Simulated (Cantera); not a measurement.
A Cantera script and its output.

```python
import numpy as np
import cantera as ct

gas = ct.Solution("gri30.yaml")
gas.TPX = 1250, 500000, {'CH4': 1, 'O2': 2.56, 'N2': 9.64}
reactor = ct.IdealGasConstPressureReactor(gas, energy="on", clone=False)
net = ct.ReactorNet([reactor])
net.rtol, net.atol = 1e-08, 1e-16
show = ['CH4', 'O2', 'HCO', 'NO2', 'HCN', 'N2O', 'CO']
times = np.geomspace(9e-06, 0.2, 15)

steps = ct.SolutionArray(gas, extra=["t"])
rows = []
print(f"{'t/s':>10s}{'T/K':>9s}{'P/Pa':>11s}" + "".join(f"{s:>11s}" for s in show))
for t in times:
    while net.time < t:
        t_next = net.step()
        steps.append(gas.state, t=t_next)
    rows.append([np.interp(t, steps.t, y) for y in (steps.T, steps.P, *steps(*show).X.T)])
    print(f"{t:10.3e}{rows[-1][0]:9.1f}{rows[-1][1]:11.4g}" + "".join(f"{x:11.3e}" for x in rows[-1][2:]))
rate = np.gradient(steps.T, steps.t)
print("integrator steps:", len(steps.t))
if steps.T.max() > steps.T[0] + 200:
    print(f"time of steepest temperature rise: {steps.t[rate.argmax()]:.4e} s")
gas.TPX = 1250, 500000, {'CH4': 1, 'O2': 2.56, 'N2': 9.64}
gas.equilibrate("HP")
print(f"equilibrium (HP): T = {gas.T:.1f} K  " + "  ".join(f"{s} {gas[s].X[0]:.3e}" for s in show))
```

Result:

```
       t/s      T/K       P/Pa        CH4         O2        HCO        NO2        HCN        N2O         CO
 9.000e-06   1250.0      5e+05  7.576e-02  1.939e-01  2.282e-15  2.256e-24  1.168e-22  3.625e-14  8.203e-13
 1.840e-05   1250.0      5e+05  7.576e-02  1.939e-01  1.005e-14  3.225e-23  5.060e-22  1.400e-13  7.265e-12
 3.760e-05   1250.0      5e+05  7.576e-02  1.939e-01  4.715e-14  5.155e-22  2.303e-21  5.540e-13  6.804e-11
 7.686e-05   1250.0      5e+05  7.576e-02  1.939e-01  2.515e-13  8.973e-21  1.165e-20  2.182e-12  7.037e-10
 1.571e-04   1250.0      5e+05  7.575e-02  1.939e-01  1.716e-12  1.713e-19  7.403e-20  8.304e-12  8.973e-09
 3.211e-04   1250.0      5e+05  7.574e-02  1.939e-01  1.434e-11  3.188e-18  6.371e-19  2.866e-11  1.457e-07
 6.564e-04   1250.3      5e+05  7.567e-02  1.939e-01  7.751e-11  4.713e-17  4.226e-18  8.766e-11  1.885e-06
 1.342e-03   1251.3      5e+05  7.548e-02  1.938e-01  3.130e-10  6.641e-16  2.078e-17  2.836e-10  1.647e-05
 2.742e-03   1256.1      5e+05  7.455e-02  1.931e-01  2.011e-09  1.641e-14  2.234e-16  1.214e-09  1.678e-04
 5.605e-03   2613.2      5e+05  8.307e-17  4.262e-02  5.725e-09  3.111e-06  5.731e-11  1.274e-06  9.344e-03
 1.146e-02   2602.2      5e+05  8.331e-17  3.927e-02  5.479e-09  8.469e-06  9.601e-11  1.333e-06  9.240e-03
 2.342e-02   2601.6      5e+05  8.333e-17  3.911e-02  5.468e-09  8.719e-06  9.770e-11  1.338e-06  9.235e-03
 4.787e-02   2601.6      5e+05  8.333e-17  3.911e-02  5.468e-09  8.720e-06  9.770e-11  1.338e-06  9.235e-03
 9.785e-02   2601.6      5e+05  8.333e-17  3.911e-02  5.468e-09  8.720e-06  9.770e-11  1.338e-06  9.235e-03
 2.000e-01   2601.6      5e+05  8.333e-17  3.911e-02  5.468e-09  8.720e-06  9.770e-11  1.338e-06  9.235e-03
integrator steps: 2239
time of steepest temperature rise: 4.7170e-03 s
equilibrium (HP): T = 2601.6 K  CH4 1.140e-16  O2 3.911e-02  HCO 5.468e-09  NO2 8.720e-06  HCN 9.770e-11  N2O 1.338e-06  CO 9.235e-03
```

Computed with Cantera and GRI-Mech 3.0 (53 species, 325 reactions).
